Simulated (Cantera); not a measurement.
Charge: 1 mol SiHCl3, 0.24 mol CH4, 2.3 mol H2, 0.33 mol C2H2, held at 75.0 Torr.

Equilibrium computed with Cantera from the NASA thermochemical tables; the gas is ideal and each condensed phase is pure. Candidate condensed phases: C, C6H6, C7H8, C8H18, Si, SiC; 109 gas species. The tables' values for SiCl3, SiCl are old estimates; treat these amounts as uncertain. Rates play no part. All values below are at 2073 K.

Base state: H2 0.478, HCl 0.444, SiCl2 0.0646, H 0.00575, Cl 0.00394, SiCl3 0.00235, C2H2 (acetylene) 0.000586, SiCl 0.000305 (mole fractions); condensed: C(graphite) + SiC(s).

### Question
What changes in the equilibrium state with this change: SiHCl3 replaced by SiCl4?

### Answer
| species | before | after |
|---|---|---|
| HCl | 0.444 | 0.516 |
| H2 | 0.478 | 0.347 |
| SiCl2 | 0.0646 | 0.120 |
| SiCl4 | 8.84e-5 | 0.000306 |
| SiCl3 | 0.00235 | 0.00597 |
| C(graphite), mol | 0.240 | 0.546 |
| SiC(s), mol | 0.654 | 0.349 |

### Question
What changes in the equilibrium state with this change: SiHCl3 replaced by SiH4?

### Answer
```csv
species,before,after
H2,0.478,0.990
H,0.00575,0.00828
Si,7.09e-5,0.000997
HCl,0.444,0
SiCl2,0.0646,0
Cl,0.00394,0
SiCl3,0.00235,0
SiCl,0.000305,0
SiCl4,8.84e-5,0
SiHCl3,4.27e-5,0
"C(graphite), mol",0.240,0
"SiC(s), mol",0.654,0.900
"Si(l), mol",0,0.0929
```
Mutual solubility and eutectic melting of coexisting phases are not modelled. Gases not in the tables: Si2H6 and higher silanes.
